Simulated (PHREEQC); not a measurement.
**Nickel, zinc or cadmium bath**

Solution (25 °C): 0.023 mol/kgw ZnCl2 and 0.000682 mol/kgw H3BO3. Closed to the air; pH follows from the charge balance.

Model: ion-association model, phreeqc.dat, run in PHREEQC.

Precipitation was switched off in this run.

Task: What pH, density, specific conductance does the model give?

Result: pH 5.35; density 1.000 g/cm³; specific conductance 4640 µS/cm.

Task: In which forms is Zn present?

Result: Zn+2 95 %, ZnCl+ 4.9 % of the Zn.
